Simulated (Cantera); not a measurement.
## Thermodynamics of oxide etching and cleaning by halides, feed CuO + HF + O2

A closed system holds: 1 mol CuO, 28 mol HF, 0.11 mol O2, equilibrated at 58.0 mbar.

Equilibrium computed with Cantera from the NASA thermochemical tables; the gas is ideal and each condensed phase is pure. Candidate condensed phases: Cu, CuF2, CuO, Cu(OH)2, Cu2O, H2O; 27 gas species. Equilibrium is a limit: real reactors are often held back by kinetics, nucleation or transport.

| T (°C) | x HF | x CuF | x H2O | x O2 | x Cu | x CuF2 | x OH | x O | n CuF2(s) | n CuO(s) | n Cu2O(s) |
|---|---|---|---|---|---|---|---|---|---|---|---|
| 625 | 0.995 | 4.20e-7 | 0.00100 | 0.00392 | <1e-12 | 6.39e-6 | 9.42e-10 | 1.30e-12 | 0.0280 | 0.972 | 0 |
| 725 | 0.995 | 3.12e-5 | 0.000371 | 0.00392 | 5.41e-12 | 0.000195 | 5.07e-9 | 3.85e-11 | 0.00452 | 0.989 | 0 |
| 825 | 0.986 | 0.000283 | 0.000692 | 0.0126 | 4.60e-10 | 0.000551 | 5.52e-8 | 1.10e-9 | 0 | 0 | 0.488 |
| 925 | 0.984 | 0.00139 | 0.00143 | 0.0125 | 2.06e-8 | 0.000733 | 3.50e-7 | 1.12e-8 | 0 | 0 | 0.470 |
| 1025 | 0.979 | 0.00483 | 0.00317 | 0.0125 | 5.06e-7 | 0.000763 | 1.84e-6 | 7.91e-8 | 0 | 0 | 0.421 |
| 1125 | 0.967 | 0.0129 | 0.00713 | 0.0124 | 7.81e-6 | 0.000679 | 8.10e-6 | 4.25e-7 | 0 | 0 | 0.306 |
| 1225 | 0.943 | 0.0289 | 0.0150 | 0.0124 | 8.28e-5 | 0.000567 | 2.99e-5 | 1.82e-6 | 0 | 0 | 0.0747 |
| 1325 | 0.935 | 0.0340 | 0.0173 | 0.0124 | 0.000290 | 0.000368 | 7.29e-5 | 6.56e-6 | 0 | 0 | 0 |
| 1425 | 0.936 | 0.0337 | 0.0170 | 0.0125 | 0.000694 | 0.000235 | 0.000149 | 2.03e-5 | 0 | 0 | 0 |
| 1525 | 0.936 | 0.0330 | 0.0165 | 0.0127 | 0.00147 | 0.000156 | 0.000280 | 5.59e-5 | 0 | 0 | 0 |
| 1625 | 0.936 | 0.0317 | 0.0157 | 0.0129 | 0.00279 | 0.000108 | 0.000486 | 0.000139 | 0 | 0 | 0 |
x: gas mole fraction; n: condensed amount in mol.

From 625 °C to 725 °C the condensed part is CuF2(s) + CuO(s). From 825 °C to 1225 °C the condensed part is Cu2O(s). From 1325 °C to 1625 °C nothing is condensed. The main Cu-bearing gas is CuF2 at 625 °C and CuF at 1625 °C.
